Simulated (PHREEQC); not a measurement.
CaCl2 is added in steps, without added water, to 1 kg of water holding 0.23 mol HF, 0.00037 mol KF and 3.6e-06 mol H4SiO4, at 20 °C. Oxygen alone is held at its pressure in air (log pO2 = -0.68). CO2 from the air is kept out. Only these solids could form: Fluorite, Portlandite, Quartz.

Base run: PHREEQC, ion-association model, wateq4f.dat. Each further column changes one thing. The table gives F in solution (mol/kgw).

```json
[
 {"CaCl2 added (mol)": "0", "base": "0.230", "HF left out": "0.000370", "KF from 0.00037 to 0.000555 mol/kgw": "0.231", "0.03 mol/kgw CO2 added": "0.230"},
 {"CaCl2 added (mol)": "0.0575", "base": "0.116", "HF left out": "5.33e-5", "KF from 0.00037 to 0.000555 mol/kgw": "0.116", "0.03 mol/kgw CO2 added": "0.116"},
 {"CaCl2 added (mol)": "0.09583", "base": "0.0430", "HF left out": "4.93e-5", "KF from 0.00037 to 0.000555 mol/kgw": "0.0431", "0.03 mol/kgw CO2 added": "0.0430"},
 {"CaCl2 added (mol)": "0.1533", "base": "0.00987", "HF left out": "4.65e-5", "KF from 0.00037 to 0.000555 mol/kgw": "0.00988", "0.03 mol/kgw CO2 added": "0.00987"},
 {"CaCl2 added (mol)": "0.2108", "base": "0.00639", "HF left out": "4.50e-5", "KF from 0.00037 to 0.000555 mol/kgw": "0.00639", "0.03 mol/kgw CO2 added": "0.00639"},
 {"CaCl2 added (mol)": "0.2492", "base": "0.00532", "HF left out": "4.44e-5", "KF from 0.00037 to 0.000555 mol/kgw": "0.00532", "0.03 mol/kgw CO2 added": "0.00532"},
 {"CaCl2 added (mol)": "0.3067", "base": "0.00429", "HF left out": "4.39e-5", "KF from 0.00037 to 0.000555 mol/kgw": "0.00429", "0.03 mol/kgw CO2 added": "0.00429"},
 {"CaCl2 added (mol)": "0.3642", "base": "0.00360", "HF left out": "4.36e-5", "KF from 0.00037 to 0.000555 mol/kgw": "0.00360", "0.03 mol/kgw CO2 added": "0.00360"},
 {"CaCl2 added (mol)": "0.4025", "base": "0.00324", "HF left out": "4.35e-5", "KF from 0.00037 to 0.000555 mol/kgw": "0.00325", "0.03 mol/kgw CO2 added": "0.00324"},
 {"CaCl2 added (mol)": "0.46", "base": "0.00281", "HF left out": "4.36e-5", "KF from 0.00037 to 0.000555 mol/kgw": "0.00281", "0.03 mol/kgw CO2 added": "0.00281"}
]
```

The ionic strength passes 0.7 mol/kgw, the rough limit of the ion-association models, in part of: base; HF left out; KF from 0.00037 to 0.000555 mol/kgw; 0.03 mol/kgw CO2 added. wateq4f.dat counts part of the HF as a dimer, H2F2, which phreeqc.dat doesn't know; its constant is uncertain. SiF6-2 is the database's only silicon fluoride. Solids allowed in the column '0.03 mol/kgw CO2 added': Calcite, Fluorite, Portlandite, Quartz.
